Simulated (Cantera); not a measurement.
Gas mixture: CO2 = 0.87 (molar parts), at 1.00 bar, frozen composition.

Cantera's kinetic-theory transport with the Lennard-Jones parameters of GRI-Mech 3.0, ideal gas; thermal conductivity in the mixture-averaged form.

D: mixture-averaged diffusion coefficient of that species in the mixture.

```csv
T (K),ρ (kg/m³),cp (J/kg/K),μ (µPa s),λ (mW/m/K),Pr,D (cm²/s) CH4,D (cm²/s) H,D (cm²/s) O
400,1.32,937.9,19.8,25.3,0.731,___,1.71,0.431
550,0.962,1047,26.0,37.2,0.731,___,3.03,0.753
700,0.756,1127,31.5,48.5,0.731,___,4.62,1.14
850,0.623,1187,36.4,59.2,0.731,___,6.46,1.58
1000,0.529,1234,41.0,69.2,0.731,___,8.53,2.08
1150,0.460,1269,45.2,78.6,0.730,___,10.8,2.64
1300,0.407,1298,49.3,87.6,0.730,___,13.3,3.23
1450,0.365,1320,53.1,96.1,0.729,___,16.0,3.88
```

### Question
Some entries are withheld; supply them.

### Answer

- 400, D (cm²/s) CH4: 0.297
- 550, D (cm²/s) CH4: 0.527
- 700, D (cm²/s) CH4: 0.804
- 850, D (cm²/s) CH4: 1.12
- 1000, D (cm²/s) CH4: 1.48
- 1150, D (cm²/s) CH4: 1.88
- 1300, D (cm²/s) CH4: 2.31
- 1450, D (cm²/s) CH4: 2.78
